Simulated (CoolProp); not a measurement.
A simple Rankine cycle with n-hexane: condensing at 305.15 K, boiler at 0.161 MPa, turbine inlet 362.4 K, turbine efficiency 0.7, pump efficiency 0.6, no recuperator. Each further row changes one setting.

Values from CoolProp's reference Helmholtz-energy equation of state, Thol 2019.

```
case                             thermal efficiency (%)  net work (kJ/kg)  heat in (kJ/kg)  turbine exit temperature (K)  volume ratio over the turbine
-------------------------------  ----------------------  ----------------  ---------------  ----------------------------  -----------------------------
as stated                                             …              39.8              459                             …                           5.84
turbine inlet 382.4 K                                 …              42.4              501                         358.1                              …
condensing temperature 297.15 K                     9.9              47.1              478                             …                           8.12
boiler pressure 0.113 MPa                           7.0              32.5                …                         343.1                              …
turbine efficiency 0.6                                …              34.1              459                         340.9                           5.89
```

### Question
Complete the blanks.

### Answer

- as stated, thermal efficiency (%): 8.7
- as stated, turbine exit temperature (K): 337.8
- turbine inlet 382.4 K, thermal efficiency (%): 8.5
- turbine inlet 382.4 K, volume ratio over the turbine: 5.81
- condensing temperature 297.15 K, turbine exit temperature (K): 333.6
- boiler pressure 0.113 MPa, heat in (kJ/kg): 462
- boiler pressure 0.113 MPa, volume ratio over the turbine: 4.08
- turbine efficiency 0.6, thermal efficiency (%): 7.4
